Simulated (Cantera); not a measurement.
Feed: 1 mol Si2H6, 9.9 mol H2, held at 21.0 mbar.

Method: chemical equilibrium by Gibbs-energy minimisation in Cantera with the NASA 1993 tables (ideal gas, pure condensed phases). Candidate condensed phases: Si; 9 gas species. The feed counts by its element totals alone. Equilibrium is a limit: real reactors are often held back by kinetics, nucleation or transport.

Over these rows the condensed part is Si(s). Partial pressures as log10 of bar:

```csv
T (K),1000/T (1/K),log p Si,log p H2
1400,0.7143,-9.08,-1.68
1450,0.6897,-8.51,-1.68
1500,0.6667,-7.98,-1.68
1550,0.6452,-7.48,-1.68
1600,0.6250,-7.01,-1.68
1650,0.6061,?,-1.68
```

Task: Fit log p(Si) = a + b·(1000/T) to the five rows, give the apparent enthalpy, and predict the row at 1650 K.

Result: Means: 1000/T = 0.6682, log p = -8.012. Sxy = -0.115512, Sxx = 0.0049849, so b = -23.17 and a = -8.012 − (-23.17)×0.6682 = 7.47.
Apparent enthalpy: −19.145 × (-23.17) = 444 kJ/mol. The condensed phases alone fix this pressure, through Si(s) = Si(g), so the slope is that reaction's ΔH° and the other gases don't enter. The five rows lie within 0.01 of the line.
Prediction at 1650 K: 7.47 + (-23.17)×0.6061 = -6.57. The computed value is -6.57, 0.00 from the line.
